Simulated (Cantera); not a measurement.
Cantera run:

```python
import numpy as np
import cantera as ct

gas_names = """
    CL CL2 H HCL H2 N NH NH2 NH3 N2 N2H2 N2H4 Si SiCL SiCL2 SiCL3 SiCL4 SiH SiHCL3 SiH2 SiH2CL2 SiH3
    SiH3CL SiH4 SiN Si2 Si2N Si3
""".split()
cond_names = """
    NH4CL(a) NH4CL(b) Si(cr) Si(L) Si3N4(a)
""".split()


# ... load() reads the species with a 1 bar reference pressure and builds the phases ...
atoms = {
    'Si2Cl6': {'Si': 2, 'CL': 6},
    'NH3': {'N': 1, 'H': 3},
    'H2': {'H': 2},
}
top_T = {'Si3N4(a)': 2400}  # K; cautious upper limits of use, not melting points


# ... equilibrate(T, P, feed) seeds the gas with the atoms and calls Mixture.equilibrate('TP', solver="vcs", rtol=1e-11, max_steps=5000) ...
results = []
feed = {'Si2Cl6': 1, 'NH3': 0.29, 'H2': 15}  # mol
P = 510  # Pa
for T in [1023, 1048, 1073, 1098, 1123, 1148, 1173, 1198, 1223, 1248, 1273, 1298]:
    mix = equilibrate(T, P, feed)
    results.append((T, P, feed, dict(zip(mix.species_names, mix.species_moles))))
    x = sorted(zip(gas.X, gas.species_names), reverse=True)
    print(f"T = {T:g} K  P = {P:g} Pa  gas = {mix.phase_moles(0):.4g} mol")
    print("   x: " + "  ".join(f"{s} {v:.3e}" for v, s in x if v > 1e-06))
    print("   condensed (mol): " + ("  ".join(f"{mix.phase(i).name} {mix.phase_moles(i):.4g}"
          for i in range(1, mix.n_phases) if mix.phase_moles(i) > 1e-12) or "none"))
```

Output:

```
T = 1023 K  P = 510 Pa  gas = 17.14 mol
   x: H2 8.725e-01  SiCL4 6.351e-02  HCL 4.567e-02  SiHCL3 1.027e-02  SiCL2 4.250e-03  SiCL3 3.575e-03  SiH2CL2 1.838e-04
   condensed (mol): Si(cr) 0.3809  Si3N4(a) 0.0725
T = 1048 K  P = 510 Pa  gas = 17.2 mol
   x: H2 8.651e-01  SiCL4 5.961e-02  HCL 5.453e-02  SiHCL3 9.673e-03  SiCL2 6.401e-03  SiCL3 4.563e-03  SiH2CL2 1.785e-04
   condensed (mol): Si(cr) 0.3992  Si3N4(a) 0.0725
T = 1073 K  P = 510 Pa  gas = 17.28 mol
   x: H2 8.566e-01  HCL 6.418e-02  SiCL4 5.501e-02  SiCL2 9.360e-03  SiHCL3 8.995e-03  SiCL3 5.673e-03  SiH2CL2 1.717e-04
   condensed (mol): Si(cr) 0.414  Si3N4(a) 0.0725
T = 1098 K  P = 510 Pa  gas = 17.37 mol
   x: H2 8.473e-01  HCL 7.446e-02  SiCL4 4.972e-02  SiCL2 1.328e-02  SiHCL3 8.234e-03  SiCL3 6.854e-03  SiH2CL2 1.631e-04
   condensed (mol): Si(cr) 0.4235  Si3N4(a) 0.0725
T = 1123 K  P = 510 Pa  gas = 17.47 mol
   x: H2 8.372e-01  HCL 8.510e-02  SiCL4 4.382e-02  SiCL2 1.827e-02  SiCL3 8.027e-03  SiHCL3 7.394e-03  SiH2CL2 1.528e-04
   condensed (mol): Si(cr) 0.4259  Si3N4(a) 0.0725
T = 1148 K  P = 510 Pa  gas = 17.58 mol
   x: H2 8.267e-01  HCL 9.575e-02  SiCL4 3.747e-02  SiCL2 2.433e-02  SiCL3 9.087e-03  SiHCL3 6.489e-03  SiH2CL2 1.408e-04  N2 1.034e-06
   condensed (mol): Si(cr) 0.4198  Si3N4(a) 0.07249
T = 1173 K  P = 510 Pa  gas = 17.7 mol
   x: H2 8.161e-01  HCL 1.060e-01  SiCL2 3.133e-02  SiCL4 3.092e-02  SiCL3 9.912e-03  SiHCL3 5.547e-03  SiH2CL2 1.274e-04  N2 2.371e-06  H 1.491e-06
   condensed (mol): Si(cr) 0.4049  Si3N4(a) 0.07248
T = 1198 K  P = 510 Pa  gas = 17.82 mol
   x: H2 8.059e-01  HCL 1.155e-01  SiCL2 3.895e-02  SiCL4 2.452e-02  SiCL3 1.039e-02  SiHCL3 4.604e-03  SiH2CL2 1.130e-04  N2 5.252e-06  H 2.390e-06
   condensed (mol): Si(cr) 0.3822  Si3N4(a) 0.07245
T = 1223 K  P = 510 Pa  gas = 17.94 mol
   x: H2 7.966e-01  HCL 1.237e-01  SiCL2 4.675e-02  SiCL4 1.864e-02  SiCL3 1.046e-02  SiHCL3 3.704e-03  SiH2CL2 9.814e-05  N2 1.125e-05  H 3.758e-06
   condensed (mol): Si(cr) 0.354  Si3N4(a) 0.0724
T = 1248 K  P = 510 Pa  gas = 18.05 mol
   x: H2 7.885e-01  HCL 1.305e-01  SiCL2 5.423e-02  SiCL4 1.359e-02  SiCL3 1.011e-02  SiHCL3 2.891e-03  SiH2CL2 8.359e-05  N2 2.338e-05  H 5.807e-06
   condensed (mol): Si(cr) 0.3233  Si3N4(a) 0.07229
T = 1273 K  P = 510 Pa  gas = 18.14 mol
   x: H2 7.820e-01  HCL 1.358e-01  SiCL2 6.096e-02  SiCL4 9.540e-03  SiCL3 9.419e-03  SiHCL3 2.196e-03  SiH2CL2 6.997e-05  N2 4.716e-05  H 8.830e-06  CL 1.302e-06
   condensed (mol): Si(cr) 0.2933  Si3N4(a) 0.07207
T = 1298 K  P = 510 Pa  gas = 18.21 mol
   x: H2 7.769e-01  HCL 1.396e-01  SiCL2 6.670e-02  SiCL3 8.514e-03  SiCL4 6.496e-03  SiHCL3 1.632e-03  N2 9.256e-05  SiH2CL2 5.778e-05  H 1.323e-05  CL 2.005e-06
   condensed (mol): Si(cr) 0.2664  Si3N4(a) 0.07166
```

These are equilibrium values from Cantera (NASA tables, ideal gas, pure condensed phases), not measurements of a reactor. The feed counts by its element totals alone. Mutual solubility and eutectic melting of coexisting phases are not modelled. The tables' values for SiCl3 are old estimates; treat these amounts as uncertain.
